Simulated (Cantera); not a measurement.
Charge: 1 mol C, a varied amount of H2, 13 mol N2, held at 30800 Torr.

These are equilibrium values from Cantera (NASA tables, ideal gas, pure condensed phases), not measurements of a reactor. Candidate condensed phases: C, C6H6, C7H8, C8H18; 92 gas species. The ideal-gas law is rough above about 30 bar. Rates play no part.

Q: What condenses at these points (T in K, n(H2) in mol): (2250, 20); (2150, 1.7); (2550, 4.5); (2500, 33); (2500, 1.7)?

A: 
```tsv
T (K)	n(H2) in mol	condensed phases	C condensed (%)
2250	20	C	14.5
2150	1.7	C	86.5
2550	4.5	C	23.1
2500	33	gas only	0.0
2500	1.7	C	61.7
```
